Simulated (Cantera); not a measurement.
**Thermodynamics of silicon oxide and oxynitride deposition, feed SiF4 + N2O + H2O**

Charge: 1 mol SiF4, a varied amount of N2O, 22 mol H2O, equilibrated at 1250 K and 0.133 bar.

Method: chemical equilibrium by Gibbs-energy minimisation in Cantera with the NASA 1993 tables (ideal gas, pure condensed phases). Candidate condensed phases: H2O, Si, SiO2, Si2N2O, Si3N4; 58 gas species. The tables hold silica as quartz up to 1696 K and as liquid above; real silica turns to tridymite and cristobalite and melts near 1996 K. Gases not in the tables: Si(OH)4. Equilibrium is a limit: real reactors are often held back by kinetics, nucleation or transport.

From 0.13 mol N2O to 1 mol N2O the condensed part is SiO2(β-quartz).

| n(N2O) (mol) | log p H2O | log p HF | log p N2 | log p O2 | log p SiF4 | log p NO | log p OH | log p H2 | n SiO2(β-quartz) |
|---|---|---|---|---|---|---|---|---|---|
| 0.13 | -0.96 | -1.66 | -3.14 | -3.45 | -5.19 | -6.45 | -5.91 | -6.70 | 0.999 |
| 0.16 | -0.96 | -1.66 | -3.06 | -3.36 | -5.19 | -6.37 | -5.89 | -6.74 | 0.999 |
| 0.19 | -0.96 | -1.66 | -2.98 | -3.28 | -5.19 | -6.29 | -5.87 | -6.78 | 0.999 |
| 0.23 | -0.96 | -1.66 | -2.90 | -3.20 | -5.19 | -6.21 | -5.85 | -6.82 | 0.999 |
| 0.28 | -0.96 | -1.66 | -2.82 | -3.12 | -5.20 | -6.13 | -5.83 | -6.87 | 0.999 |
| 0.33 | -0.96 | -1.66 | -2.75 | -3.05 | -5.20 | -6.06 | -5.81 | -6.90 | 0.999 |
| 0.4 | -0.96 | -1.66 | -2.66 | -2.97 | -5.20 | -5.97 | -5.79 | -6.94 | 0.999 |
| 0.49 | -0.97 | -1.67 | -2.58 | -2.88 | -5.21 | -5.89 | -5.77 | -6.99 | 0.999 |
| 0.59 | -0.97 | -1.67 | -2.50 | -2.80 | -5.21 | -5.81 | -5.76 | -7.03 | 0.999 |
| 0.71 | -0.97 | -1.67 | -2.42 | -2.72 | -5.22 | -5.73 | -5.74 | -7.07 | 0.999 |
| 0.86 | -0.98 | -1.68 | -2.34 | -2.64 | -5.23 | -5.65 | -5.72 | -7.12 | 0.999 |
| 1 | -0.98 | -1.68 | -2.28 | -2.58 | -5.23 | -5.59 | -5.71 | -7.15 | 0.999 |
log p: log10 of the partial pressure in bar; n: condensed amount in mol.
